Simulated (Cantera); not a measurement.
Thermodynamics of carbon deposition, reforming and gasification, feed C₂H₅OH + CO₂ + N₂

Charge: 1 mol C₂H₅OH, 0.033 mol CO₂, 17 mol N₂, at 13.3 mbar.

Method: chemical equilibrium by Gibbs-energy minimisation in Cantera with the NASA 1993 tables (ideal gas, pure condensed phases). Candidate condensed phases: C, C₆H₆, C₇H₈, C₈H₁₈, H₂O; 136 gas species. The numbers say what is thermodynamically allowed, not how fast it happens.

From 648 K to 2148 K the condensed part is C(graphite). The main C-bearing gas is CO₂ at 648 K and CO at 2148 K. The share of C in condensed phases is highest at 648 K (76.7 %) and lowest at 2148 K (37.9 %).

```json
[
 {"T (K)": "648", "log p N₂": "-1.95", "log p H₂": "-2.81", "log p CO": "-4.19", "log p H₂O": "-3.56", "log p CO₂": "-3.74", "log p H": "<-13", "n C(graphite)": "1.56"},
 {"T (K)": "798", "log p N₂": "-1.97", "log p H₂": "-2.73", "log p CO": "-3.24", "log p H₂O": "-4.57", "log p CO₂": "-4.45", "log p H": "-12.94", "n C(graphite)": "1.06"},
 {"T (K)": "948", "log p N₂": "-1.97", "log p H₂": "-2.72", "log p CO": "-3.17", "log p H₂O": "-5.91", "log p CO₂": "-6.10", "log p H": "-10.64", "n C(graphite)": "0.969"},
 {"T (K)": "1098", "log p N₂": "-1.97", "log p H₂": "-2.72", "log p CO": "-3.17", "log p H₂O": "-6.93", "log p CO₂": "-7.38", "log p H": "-8.97", "n C(graphite)": "0.967"},
 {"T (K)": "1248", "log p N₂": "-1.97", "log p H₂": "-2.72", "log p CO": "-3.17", "log p H₂O": "-7.71", "log p CO₂": "-8.35", "log p H": "-7.69", "n C(graphite)": "0.966"},
 {"T (K)": "1398", "log p N₂": "-1.97", "log p H₂": "-2.72", "log p CO": "-3.17", "log p H₂O": "-8.31", "log p CO₂": "-9.10", "log p H": "-6.69", "n C(graphite)": "0.963"},
 {"T (K)": "1548", "log p N₂": "-1.97", "log p H₂": "-2.72", "log p CO": "-3.17", "log p H₂O": "-8.80", "log p CO₂": "-9.70", "log p H": "-5.87", "n C(graphite)": "0.956"},
 {"T (K)": "1698", "log p N₂": "-1.97", "log p H₂": "-2.72", "log p CO": "-3.17", "log p H₂O": "-9.21", "log p CO₂": "-10.19", "log p H": "-5.20", "n C(graphite)": "0.940"},
 {"T (K)": "1848", "log p N₂": "-1.97", "log p H₂": "-2.73", "log p CO": "-3.17", "log p H₂O": "-9.55", "log p CO₂": "-10.59", "log p H": "-4.64", "n C(graphite)": "0.909"},
 {"T (K)": "1998", "log p N₂": "-1.97", "log p H₂": "-2.74", "log p CO": "-3.17", "log p H₂O": "-9.84", "log p CO₂": "-10.93", "log p H": "-4.16", "n C(graphite)": "0.854"},
 {"T (K)": "2148", "log p N₂": "-1.97", "log p H₂": "-2.76", "log p CO": "-3.17", "log p H₂O": "-10.10", "log p CO₂": "-11.22", "log p H": "-3.76", "n C(graphite)": "0.770"}
]
```
log p: log10 of the partial pressure in bar; n: condensed amount in mol.
